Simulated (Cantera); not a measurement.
Feed: 1 mol SiH2Cl2, 0.0073 mol Cl2, 27 mol H2, at 1173 K.

Equilibrium computed with Cantera from the NASA thermochemical tables; the gas is ideal and each condensed phase is pure. Candidate condensed phases: Si; 19 gas species. The tables' values for SiCl3 are old estimates; treat these amounts as uncertain. Kinetics and transport are ignored.

log p: log10 of the partial pressure in bar; n: condensed amount in mol.

| P (Pa) | log p H2 | log p HCl | log p SiHCl3 | log p SiCl2 | log p SiCl4 | log p SiH2Cl2 | n Si(s) |
|---|---|---|---|---|---|---|---|
| 100 | -3.03 | -4.28 | -6.93 | -5.17 | -6.54 | -8.20 | 0.778 |
| 300 | ? | ? | ? | ? | ? | ? | 0.767 |
| 880 | -2.08 | -3.38 | -5.19 | -4.32 | -4.85 | -6.41 | 0.748 |
| 2600 | -1.61 | -2.96 | -4.41 | -3.96 | -4.13 | -5.58 | 0.718 |
| 7700 | ? | ? | ? | ? | ? | ? | 0.677 |
| 23000 | -0.66 | -2.18 | -3.02 | -3.35 | -2.91 | -4.02 | 0.630 |
| 68000 | -0.18 | -1.82 | -2.39 | -3.09 | -2.39 | -3.29 | 0.580 |
| 200000 | 0.29 | -1.46 | -1.81 | -2.86 | -1.92 | -2.58 | 0.529 |

Complete the blanks.


- 7700, log p H2: -1.13
- 7700, log p HCl: -2.57
- 7700, log p SiHCl3: -3.69
- 7700, log p SiCl2: -3.64
- 7700, log p SiCl4: -3.49
- 7700, log p SiH2Cl2: -4.78
- 300, log p H2: -2.55
- 300, log p HCl: -3.82
- 300, log p SiHCl3: -6.02
- 300, log p SiCl2: -4.72
- 300, log p SiCl4: -5.66
- 300, log p SiH2Cl2: -7.28
